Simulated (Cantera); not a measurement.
An adiabatic, constant-volume homogeneous reactor starts with CH₄ : H₂ : O₂ : N₂ = 1 : 0.54 : 2.32 : 8.71 (molar parts), equivalence ratio 0.98, at 1200 K and 101000 Pa.

Computed with Cantera and GRI-Mech 3.0 (53 species, 325 reactions).

x: mole fraction; the columns are a selection and need not sum to one.

```csv
t (s),T (K),P (bar),x CH₄,x H₂,x O₂,x O,x C₂H₆,x NO₂
2.00e-6,1200,1.01,0.0796,0.0430,0.185,1.17e-10,<1e-12,<1e-12
5.49e-6,1200,1.01,0.0796,0.0430,0.185,2.45e-10,<1e-12,<1e-12
1.51e-5,1200,1.01,0.0796,0.0430,0.185,3.89e-10,<1e-12,<1e-12
4.13e-5,1200,1.01,0.0796,0.0430,0.185,8.43e-10,5.20e-12,<1e-12
0.000113,1200,1.01,0.0796,0.0430,0.185,?,2.99e-10,<1e-12
0.000311,1200,1.01,0.0795,0.0430,0.185,6.94e-8,1.84e-7,<1e-12
0.000854,1210,1.02,0.0782,0.0425,0.184,1.33e-6,0.000380,<1e-12
0.00234,2839,2.45,<1e-12,0.0185,?,?,<1e-12,?
0.00643,2831,2.44,<1e-12,0.0188,0.0193,0.00549,<1e-12,3.36e-6
0.0176,2831,2.44,<1e-12,0.0188,0.0193,0.00549,<1e-12,3.36e-6
0.0484,2831,2.44,<1e-12,0.0188,0.0193,0.00549,<1e-12,3.36e-6
0.133,2831,2.44,<1e-12,0.0188,0.0193,0.00549,<1e-12,3.36e-6
0.364,2831,2.44,<1e-12,0.0188,0.0193,0.00549,<1e-12,3.36e-6
1.00,2831,2.44,<1e-12,0.0188,0.0193,0.00549,<1e-12,3.36e-6
```

Problem. What belongs in the gaps?

Solution. 
- 0.000113, x O: 3.50e-9
- 0.00234, x O₂: 0.0212
- 0.00234, x O: 0.00593
- 0.00234, x NO₂: 1.89e-6
